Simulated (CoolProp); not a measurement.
Properties of n-nonane along the isotherm 600 K.

Computed with CoolProp (reference Helmholtz-energy equation of state, Lemmon 2006). It is a short technical equation, of lower accuracy than the large ones.

```
p (bar)  phase  density (kg/m³)  Joule-Thomson coefficient (K/MPa)
-------  -----  ---------------  ---------------------------------
0.761      gas            1.979                              7.685
1.52       gas            3.999                              7.838
2.28       gas            6.072                              7.998
3.04       gas            8.198                              8.167
3.8        gas            10.38                              8.344
4.56       gas            12.62                              8.531
5.32       gas                …                              8.728
6.09       gas            17.34                              8.939
6.85       gas            19.79                              9.161
7.61       gas                …                              9.396
8.37       gas                …                              9.647
9.13       gas            27.68                                  …
9.89       gas            30.51                              10.20
10.6       gas            33.27                              10.49
11.4       gas            36.50                              10.84
```

**Question.** Fill in the missing entries.

**Answer.** 
- 5.32, density (kg/m³): 14.93
- 7.61, density (kg/m³): 22.33
- 8.37, density (kg/m³): 24.96
- 9.13, Joule-Thomson coefficient (K/MPa): 9.916
